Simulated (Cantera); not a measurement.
**HgO + O2 + N2 (iron carbonyl, mercury and lead vapours)**

Charge: 1 mol HgO, 1.7 mol O2, 3.3 mol N2, equilibrated at 4280 Torr.

Equilibrium computed with Cantera from the NASA thermochemical tables; the gas is ideal and each condensed phase is pure. Candidate condensed phases: Hg, HgO; 10 gas species. Equilibrium is a limit: real reactors are often held back by kinetics, nucleation or transport.

From 177 °C to 477 °C the condensed part is HgO(s). From 577 °C to 977 °C nothing is condensed. The main Hg-bearing gas is Hg throughout.

```
T (°C)   x N2   x O2     x Hg      x NO    x NO2     x N2O       x O  n HgO(s)
------  -----  -----  -------  --------  -------  --------  --------  --------
177     0.660  0.340  1.67e-8  5.36e-11  4.50e-8    <1e-12    <1e-12      1.00
277     0.660  0.340  2.42e-5   4.54e-9  2.27e-7  2.08e-12    <1e-12     1.000
377     0.657  0.340  0.00353   9.78e-8  6.92e-7  3.20e-11    <1e-12     0.982
477     0.531  0.339    0.131   8.36e-7  1.41e-6  1.94e-10    <1e-12     0.188
577     0.508  0.338    0.154   4.58e-6  2.57e-6  8.70e-10    <1e-12         0
677     0.508  0.338    0.154   1.79e-5  4.22e-6   2.97e-9  7.74e-12         0
777     0.508  0.338    0.154   5.38e-5  6.32e-6   8.09e-9  1.63e-10         0
877     0.508  0.338    0.154  0.000134  8.84e-6   1.86e-8   2.03e-9         0
977     0.508  0.338    0.154  0.000287  1.17e-5   3.75e-8   1.69e-8         0
```
x: gas mole fraction; n: condensed amount in mol.
